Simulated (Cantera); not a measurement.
A perfectly stirred reactor is fed with 2.22 % C2H6, 97.8 % N2, at 10.00 Torr; it is held at 1975 K, and followed from long to short residence time.

Model: GRI-Mech 3.0 (53 species, 325 reactions), integrated in Cantera. GRI-Mech 3.0 stops at C3 and has no aromatics, soot or wall deposition, so with more carbon than oxygen in the feed, carbon stays in small species such as C2H2 where larger ones or solid carbon would form. Radical loss at walls, strong at low pressure, is not modelled.

x: mole fraction; the columns are a selection and need not sum to one.

| τ (s) | x C2H6 | x CH3 | x C2H | x C2H2 | x H2 | x HCN |
|---|---|---|---|---|---|---|
| 2.1 | [?] | 0.000176 | 9.62e-6 | 0.0196 | 0.0413 | 0.00279 |
| 1.0 | [?] | 0.000268 | 9.60e-6 | 0.0199 | 0.0410 | 0.00186 |
| 0.52 | [?] | 0.000383 | 9.70e-6 | 0.0201 | 0.0406 | 0.00131 |
| 0.26 | [?] | 0.000555 | 9.95e-6 | 0.0200 | 0.0399 | 0.000908 |
| 0.13 | [?] | 0.000799 | 1.04e-5 | 0.0198 | 0.0391 | 0.000638 |
| 0.063 | [?] | 0.00117 | 1.10e-5 | 0.0194 | 0.0380 | 0.000446 |
| 0.032 | [?] | 0.00166 | 1.18e-5 | 0.0188 | 0.0366 | 0.000321 |
| 0.016 | [?] | 0.00237 | 1.28e-5 | 0.0179 | 0.0347 | 0.000229 |
| 0.0078 | [?] | 0.00343 | 1.38e-5 | 0.0165 | 0.0322 | 0.000161 |
| 0.0039 | [?] | 0.00487 | 1.46e-5 | 0.0147 | 0.0290 | 0.000113 |
| 0.0019 | [?] | 0.00694 | 1.48e-5 | 0.0121 | 0.0248 | 7.56e-5 |

### Question
Fill in the missing entries.

### Answer

- 2.1, x C2H6: 8.96e-7
- 1.0, x C2H6: 1.90e-6
- 0.52, x C2H6: 3.66e-6
- 0.26, x C2H6: 7.29e-6
- 0.13, x C2H6: 1.45e-5
- 0.063, x C2H6: 2.95e-5
- 0.032, x C2H6: 5.69e-5
- 0.016, x C2H6: 0.000111
- 0.0078, x C2H6: 0.000222
- 0.0039, x C2H6: 0.000429
- 0.0019, x C2H6: 0.000847
